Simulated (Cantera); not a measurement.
Cantera run:

```python
import numpy as np
import cantera as ct

gas_names = """
    Br Br2 N N2 Si SiBr SiBr2 SiBr3 SiBr4 SiN Si2 Si2N Si3
""".split()
cond_names = """
    Br2(cr) Br2(L) Si(cr) Si(L) Si3N4(a)
""".split()


# ... load() reads the species with a 1 bar reference pressure and builds the phases ...
atoms = {
    'Si': {'Si': 1},
    'Br2': {'Br': 2},
    'N2': {'N': 2},
}
top_T = {'Si3N4(a)': 2400}  # K; cautious upper limits of use, not melting points


# ... equilibrate(T, P, feed) seeds the gas with the atoms and calls Mixture.equilibrate('TP', solver="vcs", rtol=1e-11, max_steps=5000) ...
results = []
feed = {'Si': 1, 'Br2': 7.5, 'N2': 0.31}  # mol
T = 875  # K
P = 3.7  # Pa
mix = equilibrate(T, P, feed)
results.append((T, P, feed, dict(zip(mix.species_names, mix.species_moles))))
x = sorted(zip(gas.X, gas.species_names), reverse=True)
print(f"T = {T:g} K  P = {P:g} Pa  gas = {mix.phase_moles(0):.4g} mol")
print("   x: " + "  ".join(f"{s} {v:.3e}" for v, s in x if v > 1e-05))
print("   condensed (mol): " + ("  ".join(f"{mix.phase(i).name} {mix.phase_moles(i):.4g}"
      for i in range(1, mix.n_phases) if mix.phase_moles(i) > 1e-12) or "none"))
```

Output:

```
T = 875 K  P = 3.7 Pa  gas = 7.34 mol
   x: Br2 6.772e-01  Br 1.443e-01  SiBr4 1.362e-01  N2 4.224e-02
   condensed (mol): none
```

Method: chemical equilibrium by Gibbs-energy minimisation in Cantera with the NASA 1993 tables (ideal gas, pure condensed phases).
